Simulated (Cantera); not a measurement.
A Cantera script and its output.

```python
import numpy as np
import cantera as ct

gas = ct.Solution("gri30.yaml", transport_model="multicomponent")
show = ['CO2', 'H2', 'H']

rows = []
print(f"{'T/K':>7s}{'rho':>11s}{'cp':>10s}{'mu':>11s}{'lambda':>11s}{'Pr':>7s}" + "".join(f"{'D_' + s:>11s}" for s in show))
for T in [400, 500, 600, 700, 800, 900, 1000, 1100, 1200]:
    gas.TPX = T, 101325, {'H2': 0.13}
    Pr = gas.cp_mass * gas.viscosity / gas.thermal_conductivity
    D = [gas.mix_diff_coeffs_mole[gas.species_index(s)] for s in show]
    rows.append([gas.density, gas.cp_mass, gas.viscosity, gas.thermal_conductivity, Pr, *D])
    print(f"{T:7g}{gas.density:11.4e}{gas.cp_mass:10.1f}{gas.viscosity:11.4e}"
          f"{gas.thermal_conductivity:11.4e}{Pr:7.3f}" + "".join(f"{d:11.4e}" for d in D))
print("SI units: kg/m3, J/kg/K, Pa s, W/m/K, m2/s")
```

It prints:

```
    T/K        rho        cp         mu     lambda     Pr      D_CO2       D_H2        D_H
    400 6.1420e-02   14522.5 1.0869e-05 2.2905e-01  0.689 1.0937e-04 5.0544e-02 3.5387e-04
    500 4.9136e-02   14532.6 1.2568e-05 2.6523e-01  0.689 1.6029e-04 7.4074e-02 5.1615e-04
    600 4.0947e-02   14511.2 1.4145e-05 2.9828e-01  0.688 2.1836e-04 1.0091e-01 7.0108e-04
    700 3.5097e-02   14555.7 1.5629e-05 3.3065e-01  0.688 2.8310e-04 1.3084e-01 9.0721e-04
    800 3.0710e-02   14690.4 1.7037e-05 3.6366e-01  0.688 3.5416e-04 1.6370e-01 1.1334e-03
    900 2.7298e-02   14866.4 1.8383e-05 3.9688e-01  0.689 4.3123e-04 1.9934e-01 1.3788e-03
   1000 2.4568e-02   14961.9 1.9676e-05 4.2747e-01  0.689 5.1408e-04 2.3765e-01 1.6426e-03
   1100 2.2335e-02   15167.3 2.0924e-05 4.6050e-01  0.689 6.0250e-04 2.7855e-01 1.9242e-03
   1200 2.0473e-02   15377.0 2.2132e-05 4.9349e-01  0.690 6.9630e-04 3.2193e-01 2.2230e-03
SI units: kg/m3, J/kg/K, Pa s, W/m/K, m2/s
```

Cantera simulation using GRI-Mech 3.0 (53 species, 325 reactions); the numbers are that mechanism's predictions, not measurements.
